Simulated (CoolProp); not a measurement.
A closed Brayton cycle with carbon dioxide: compressor inlet 319.15 K and 7.8 MPa, high pressure 24.7 MPa, turbine inlet 755 K, compressor efficiency 0.8, turbine efficiency 0.85, recuperator effectiveness 0.95 (on enthalpy, no pinch check). Each further row changes one setting.

Values from CoolProp's reference Helmholtz-energy equation of state, Span 1996.

```json
[
 {"case": "as stated", "thermal efficiency (%)": "[?]", "net work (kJ/kg)": "64.4", "compressor to turbine work": "0.49", "compressor exit (K)": "416.4", "turbine exit (K)": "631.8"},
 {"case": "turbine inlet 705 K", "thermal efficiency (%)": "[?]", "net work (kJ/kg)": "54.2", "compressor to turbine work": "[?]", "compressor exit (K)": "416.4", "turbine exit (K)": "[?]"},
 {"case": "compressor inlet 329.15 K", "thermal efficiency (%)": "26.6", "net work (kJ/kg)": "56.0", "compressor to turbine work": "0.56", "compressor exit (K)": "[?]", "turbine exit (K)": "631.8"},
 {"case": "high pressure 21 MPa", "thermal efficiency (%)": "[?]", "net work (kJ/kg)": "58.9", "compressor to turbine work": "[?]", "compressor exit (K)": "402.1", "turbine exit (K)": "[?]"},
 {"case": "recuperator effectiveness 0.5", "thermal efficiency (%)": "19.4", "net work (kJ/kg)": "64.4", "compressor to turbine work": "0.49", "compressor exit (K)": "416.4", "turbine exit (K)": "631.8"}
]
```

Fill in the missing entries.


- as stated, thermal efficiency (%): 29.1
- turbine inlet 705 K, thermal efficiency (%): 26.0
- turbine inlet 705 K, compressor to turbine work: 0.53
- turbine inlet 705 K, turbine exit (K): 586.1
- compressor inlet 329.15 K, compressor exit (K): 434.7
- high pressure 21 MPa, thermal efficiency (%): 29.3
- high pressure 21 MPa, compressor to turbine work: 0.47
- high pressure 21 MPa, turbine exit (K): 648.7
